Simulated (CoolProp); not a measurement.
Vapour-liquid equilibrium of ethanol (1) + o-xylene (2) at 0.0305 MPa; x and y are mole fractions of (1).

Values from CoolProp's multi-fluid Helmholtz-energy mixture model, Schroeder 2014 and Zhou 2012; pair parameters Bell 2016.

Q: Give the bubble temperature and the first vapour's composition at x = 0.05, 0.2, 0.5. Is there an azeotrope?

A: x = 0.05: 74.0 °C, y = 0.683; x = 0.2: 56.1 °C, y = 0.867; x = 0.5: 53.4 °C, y = 0.888. No azeotrope shows between x = 0.05 and 0.95.

Pair parameters are fitted to limited data, so mixtures are less certain than the pure fluids. With so large a gap from Raoult's law the liquid may split in two, which this calculation doesn't test in full.
